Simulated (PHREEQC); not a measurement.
0.31 g of hydrous ferric oxide (600 m²/g; 0.2 weak and 0.005 strong sites per Fe, Dzombak-Morel constants, diffuse double layer) in 1 kg of water with 0.005 mol/kgw of an inert sodium salt and 3.2e-05 mol CuCl2, at 25 °C; the pH is set by adding NaOH or the inert anion's acid. Oxygen is held at 0.21 atm. The system is closed to CO2. Precipitation was switched off in this run.

The series has 13 steps of pH, from 4 to 10.

The numbers come from PHREEQC with the ion-association model, wateq4f.dat.

**Question.** Near which pH is half of the Cu sorbed, and on which side is more sorbed?

**Answer.** Near pH 5.0, with more sorbed at higher pH.

The database's constant for dissolved Cu(OH)2 is higher than later reviews accept.
